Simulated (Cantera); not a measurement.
What does this Cantera script print?

```python
import numpy as np
import cantera as ct

gas = ct.Solution("h2o2.yaml")
gas.TPX = 975, 500000, {'H2': 1, 'O2': 0.568, 'N2': 2.14}
reactor = ct.IdealGasConstPressureReactor(gas, energy="on", clone=False)
net = ct.ReactorNet([reactor])
net.rtol, net.atol = 1e-08, 1e-16
show = ['H2', 'O2', 'O', 'HO2', 'OH', 'H2O2', 'H2O']
times = np.geomspace(1e-06, 2, 11)

steps = ct.SolutionArray(gas, extra=["t"])
rows = []
print(f"{'t/s':>10s}{'T/K':>9s}{'P/Pa':>11s}" + "".join(f"{s:>11s}" for s in show))
for t in times:
    while net.time < t:
        t_next = net.step()
        steps.append(gas.state, t=t_next)
    rows.append([np.interp(t, steps.t, y) for y in (steps.T, steps.P, *steps(*show).X.T)])
    print(f"{t:10.3e}{rows[-1][0]:9.1f}{rows[-1][1]:11.4g}" + "".join(f"{x:11.3e}" for x in rows[-1][2:]))
rate = np.gradient(steps.T, steps.t)
print("integrator steps:", len(steps.t))
if steps.T.max() > steps.T[0] + 200:
    print(f"time of steepest temperature rise: {steps.t[rate.argmax()]:.4e} s")
gas.TPX = 975, 500000, {'H2': 1, 'O2': 0.568, 'N2': 2.14}
gas.equilibrate("HP")
print(f"equilibrium (HP): T = {gas.T:.1f} K  " + "  ".join(f"{s} {gas[s].X[0]:.3e}" for s in show))
```

It prints:

```
       t/s      T/K       P/Pa         H2         O2          O        HO2         OH       H2O2        H2O
 1.000e-06    975.0      5e+05  2.697e-01  1.532e-01  2.576e-12  1.308e-10  8.383e-13  4.496e-14  9.515e-12
 4.267e-06    975.0      5e+05  2.697e-01  1.532e-01  3.727e-12  6.813e-10  1.118e-12  1.042e-12  7.882e-11
 1.821e-05    975.0      5e+05  2.697e-01  1.532e-01  3.825e-12  3.073e-09  1.148e-12  2.086e-11  3.941e-10
 7.768e-05    975.0      5e+05  2.697e-01  1.532e-01  4.226e-12  1.337e-08  1.278e-12  3.881e-10  1.832e-09
 3.314e-04    975.0      5e+05  2.697e-01  1.532e-01  6.162e-12  5.941e-08  2.051e-12  7.137e-09  1.012e-08
 1.414e-03    975.0      5e+05  2.697e-01  1.532e-01  2.020e-11  3.298e-07  1.008e-11  1.411e-07  1.256e-07
 6.034e-03    975.1      5e+05  2.697e-01  1.532e-01  4.744e-10  6.139e-06  3.873e-10  8.306e-06  1.134e-05
 2.575e-02   2711.4      5e+05  1.302e-02  2.258e-02  2.561e-03  1.123e-05  1.719e-02  1.023e-06  2.841e-01
 1.099e-01   2711.4      5e+05  1.302e-02  2.258e-02  2.561e-03  1.123e-05  1.719e-02  1.023e-06  2.841e-01
 4.687e-01   2711.4      5e+05  1.302e-02  2.258e-02  2.561e-03  1.123e-05  1.719e-02  1.023e-06  2.841e-01
 2.000e+00   2711.4      5e+05  1.302e-02  2.258e-02  2.561e-03  1.123e-05  1.719e-02  1.023e-06  2.841e-01
integrator steps: 1590
time of steepest temperature rise: 2.2572e-02 s
equilibrium (HP): T = 2711.4 K  H2 1.302e-02  O2 2.258e-02  O 2.561e-03  HO2 1.123e-05  OH 1.719e-02  H2O2 1.023e-06  H2O 2.841e-01
```

Detailed kinetics in Cantera: the H2/O2 subset of GRI-Mech 3.0, which has no nitrogen chemistry. The hydrogen kinetics of GRI-Mech 3.0 are dated; newer H2 mechanisms differ, most at raised pressure.
